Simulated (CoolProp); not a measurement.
R22 along the isotherm 388.4 K: fugacity coefficient from the reference equation and from simpler models built on Tc = 369.3 K, pc = 4.990 MPa, ω = 0.221; each cubic takes its own stable root.

Computed with CoolProp (reference Helmholtz-energy equation of state, Kamei 1995).

```
p (MPa)  phase  reference  van der Waals  Redlich-Kwong  Soave-Redlich-Kwong
-------  -----  ---------  -------------  -------------  -------------------
0.156      gas     0.9910         0.9918         0.9908               0.9910
0.312      gas     0.9820         0.9836         0.9817               0.9821
0.468      gas     0.9730         0.9754         0.9725               0.9731
0.624      gas     0.9641         0.9673         0.9635               0.9643
0.78       gas     0.9552         0.9591         0.9544               0.9554
0.936      gas     0.9463         0.9510         0.9454               0.9466
1.09       gas     0.9376         0.9429         0.9365               0.9379
1.25       gas     0.9285         0.9346         0.9274               0.9290
1.4        gas     0.9200         0.9268         0.9188               0.9206
1.56       gas     0.9110         0.9185         0.9097               0.9117
1.72       gas     0.9020         0.9102         0.9006               0.9028
1.87       gas     0.8936         0.9024         0.8921               0.8945
2.03       gas     0.8846         0.8941         0.8831               0.8856
2.18       gas     0.8763         0.8863         0.8746               0.8774
2.34       gas     0.8673         0.8780         0.8656               0.8686
2.5        gas     0.8584         0.8697         0.8567               0.8599
```
